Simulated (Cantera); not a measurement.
## Gas-phase reforming

An isothermal, constant-pressure homogeneous reactor starts with CH₄ : CO₂ : H₂O = 1 : 4.2 : 0.011 (molar parts), at 1375 K and 5.00 bar.

Detailed kinetics in Cantera: GRI-Mech 3.0 (53 species, 325 reactions).

| t (s) | x CH₄ | x CO₂ | x OH | x C₂H₆ | x H₂O₂ | x CH₂ | x C₂H₂ |
|---|---|---|---|---|---|---|---|
| 0.000500 | 0.192 | 0.806 | 1.01e-10 | 4.77e-6 | <1e-12 | 6.01e-12 | 1.80e-10 |
| 0.00116 | 0.192 | 0.806 | 1.07e-10 | 1.60e-5 | <1e-12 | 6.82e-12 | 2.03e-9 |
| 0.00271 | 0.192 | 0.806 | 1.16e-10 | 4.18e-5 | <1e-12 | 8.03e-12 | 1.77e-8 |
| 0.00630 | 0.192 | 0.806 | 1.36e-10 | 9.93e-5 | <1e-12 | 1.07e-11 | 1.63e-7 |
| 0.0147 | 0.191 | 0.806 | 1.77e-10 | 0.000216 | <1e-12 | 1.61e-11 | 1.82e-6 |
| 0.0341 | 0.191 | 0.806 | 2.60e-10 | 0.000391 | <1e-12 | 2.43e-11 | 2.30e-5 |
| 0.0794 | 0.188 | 0.805 | 4.31e-10 | 0.000494 | <1e-12 | 2.95e-11 | 0.000240 |
| 0.185 | 0.184 | 0.801 | 8.00e-10 | 0.000437 | <1e-12 | 2.82e-11 | 0.00151 |
| 0.430 | 0.173 | 0.789 | 1.61e-9 | 0.000337 | <1e-12 | 2.84e-11 | 0.00547 |
| 1.00 | 0.153 | 0.757 | 3.38e-9 | 0.000254 | <1e-12 | 4.21e-11 | 0.0133 |
x: mole fraction; the columns are a selection and need not sum to one.

Equilibrium at this temperature and pressure: CH₄ 2.54e-6, CO₂ 0.285, OH 1.29e-8, C₂H₆ <1e-12, H₂O₂ <1e-12, CH₂ <1e-12, C₂H₂ 1.13e-11 (gas phase only).
